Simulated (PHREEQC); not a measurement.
PHREEQC input (Pitzer model, pitzer.dat):

```
SOLUTION 1
  temp 25
  units mol/kgw
  pH 7 charge
  Cl 0.39
  Na 0.1473
  K 0.25
  Br 0.2473
  Mg 0.12
  S(6) 0.00092
  Ca 0.00092
END
USE solution 1
INCREMENTAL_REACTIONS false
REACTION 1
  H2O -1
  0 9.886 18.011 24.689 30.178 34.689 38.397 41.444
  43.949 46.007 47.699 49.089 50.232 51.172 51.944 moles
EQUILIBRIUM_PHASES 1
  Arcanite 0 0
  Bischofite 0 0
  Bloedite 0 0
  Brucite 0 0
  Carnallite 0 0
  Epsomite 0 0
  Glaserite 0 0
  Glauberite 0 0
  Gypsum 0 0
  Anhydrite 0 0
  Halite 0 0
  Hexahydrite 0 0
  Kainite 0 0
  Kieserite 0 0
  Leonite 0 0
  Mirabilite 0 0
  Misenite 0 0
  Polyhalite 0 0
  Portlandite 0 0
  Schoenite 0 0
  Sylvite 0 0
  Syngenite 0 0
  Thenardite 0 0
  MgCl2_4H2O 0 0
SELECTED_OUTPUT 1
  -reset false
  -pH true
  -pe true
  -ionic_strength true
  -water true
  -activities H2O
  -totals Br Ca Cl K Mg Na S
  -molalities H+ Na+ K+ Mg+2 Ca+2 Cl- SO4-2 Br- OH- HSO4-
    MgOH+
  -equilibrium_phases Arcanite Bischofite Bloedite Brucite Carnallite Epsomite Glaserite Glauberite Gypsum Anhydrite
    Halite Hexahydrite Kainite Kieserite Leonite Mirabilite Misenite Polyhalite Portlandite Schoenite
    Sylvite Syngenite Thenardite MgCl2_4H2O
PRINT
  -reset false
END
```

Selected output (columns that matter, 15 of 15 rows; water left (kg) added in front):

```
water left (kg)	pH	mu	Br	Ca	Cl	K	Mg	Na	S	m_H+	m_Na+	m_K+	la_H2O	Sylvite
1	6.581	0.76098	0.2473	0.00092	0.39	0.25	0.12	0.1473	0.00092	3.0925e-07	0.1473	0.25	-0.008243	0
0.821894	6.5351	0.92589	0.30089	0.0011194	0.47451	0.30418	0.146	0.17922	0.0011194	3.308e-07	0.17922	0.30418	-0.010105	0
0.675514	6.4818	1.1265	0.36609	0.0013619	0.57734	0.37009	0.17764	0.21806	0.0013619	3.555e-07	0.21806	0.37009	-0.012422	0
0.555203	6.4193	1.3706	0.44542	0.0016571	0.70245	0.45029	0.21614	0.26531	0.0016571	3.8435e-07	0.26531	0.45029	-0.015323	0
0.456313	6.3452	1.6677	0.54195	0.0020162	0.85468	0.54787	0.26298	0.3228	0.0020162	4.1884e-07	0.3228	0.54787	-0.018981	0
0.375043	6.2566	2.029	0.65939	0.0024531	1.0399	0.66659	0.31996	0.39275	0.0024531	4.6112e-07	0.39275	0.66659	-0.023635	0
0.30824	6.1499	2.4688	0.8023	0.0029847	1.2652	0.81106	0.38931	0.47787	0.0029847	5.144e-07	0.47787	0.81106	-0.029618	0
0.253345	6.0207	3.0037	0.97614	0.0036314	1.5394	0.9868	0.47366	0.58142	0.0036314	5.8338e-07	0.58142	0.9868	-0.037392	0
0.208215	5.8641	3.6548	1.1877	0.0044185	1.8731	1.2007	0.57633	0.70744	0.0044185	6.7523e-07	0.70744	1.2007	-0.047621	0
0.171138	5.6742	4.4466	1.445	0.0053758	2.2789	1.4608	0.70119	0.86071	0.0053758	8.0074e-07	0.86071	1.4608	-0.061228	0
0.140655	5.4446	5.4103	1.7582	0.0065408	2.7727	1.7774	0.85315	1.0472	0.0065408	9.7694e-07	1.0472	1.7774	-0.079545	0
0.115613	5.1683	6.5822	2.139	0.0079576	3.3733	2.1624	1.0379	1.2741	0.0079576	1.2307e-06	1.2741	2.1624	-0.10443	0
0.0950203	4.8379	8.0086	2.6026	0.0096821	4.1044	2.631	1.2629	1.5502	0.0096821	1.6066e-06	1.5502	2.631	-0.13855	0
0.0780853	4.5373	9.0434	3.1671	0.011782	4.2924	2.4995	1.5368	1.8864	0.011782	2.0117e-06	1.8864	2.4995	-0.16828	0.054825
0.0641769	4.2167	10.011	3.8534	0.014335	4.2304	2.049	1.8698	2.2952	0.014335	2.4639e-06	2.2952	2.049	-0.20183	0.1185
```
